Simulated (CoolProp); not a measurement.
Computed with CoolProp (reference Helmholtz-energy equation of state, Lemmon and Jacobsen 2000).

### Question
Give the vapour pressure (kPa), enthalpy of vaporisation (kJ/kg), vapour Z of saturated R143a at 330.5 K.

### Answer
| T (K) | p (kPa) | enthalpy of vaporisation (kJ/kg) | vapour Z |
|---|---|---|---|
| 330.5 | 2710 | 101 | 0.542 |
